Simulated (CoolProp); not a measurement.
Saturation properties of CF4 (R14).

Values from CoolProp's reference Helmholtz-energy equation of state, Platzer 1990. This equation is an older, rougher fit; its heat capacities, sound speeds and derivatives of the liquid may be far off and weren't checked against measurements.

```tsv
T (K)	p (kPa)	enthalpy of vaporisation (kJ/kg)	vapour Z	surface tension (mN/m)	vapour viscosity (µPa s)	liquid conductivity (mW/(m K))
151	150.7	131.1	0.9528	11.0	9.14	91.1
157.1	219.3	127.5	0.9375	9.88	9.59	86.5
163.2	309.6	123.6	0.9192	8.83	10.1	82.0
169.3	425.4	119.3	0.8978	7.80	10.5	77.4
175.4	570.9	114.6	0.8731	6.80	11.1	72.9
181.4	747.3	109.6	0.8453	5.84	11.6	68.4
187.5	964.8	104.0	0.8132	4.90	12.2	63.9
193.6	1226	97.69	0.7767	3.99	12.9	59.3
```

It boils at 145.1 K under 1 atm.

Viscosity comes from a separate model (Huber 2003), an estimate that may be off by 10 % or more. Thermal conductivity comes from a separate model (Huber 2003), an estimate that may be off by 10 % or more. Surface tension comes from a separate correlation (Mulero 2012).
